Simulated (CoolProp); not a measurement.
A Linde-Hampson liquefier for oxygen: isothermal reversible compression at 290 K from 1 atm to 5 MPa, throttling to 1 atm, return gas leaving the recuperator 10 K below the feed. Each further row changes one setting.

The numbers come from the reference Helmholtz-energy equation of state, Schmidt 1985 in CoolProp.

```json
[
 {"case": "as stated", "liquid yield per pass": "0.009", "compression work (kJ/kg of gas)": "291"},
 {"case": "high pressure 10 MPa", "liquid yield per pass": "___", "compression work (kJ/kg of gas)": "___"},
 {"case": "warm-end temperature 320 K", "liquid yield per pass": "___", "compression work (kJ/kg of gas)": "___"},
 {"case": "warm-end gap 15 K", "liquid yield per pass": "___", "compression work (kJ/kg of gas)": "291"}
]
```

### Question
Fill in the missing entries.

### Answer

- high pressure 10 MPa, liquid yield per pass: 0.041
- high pressure 10 MPa, compression work (kJ/kg of gas): 341
- warm-end temperature 320 K, liquid yield per pass: 0.003
- warm-end temperature 320 K, compression work (kJ/kg of gas): 323
- warm-end gap 15 K, liquid yield per pass: no liquid

Above 300 K oxygen's equation is extrapolated.
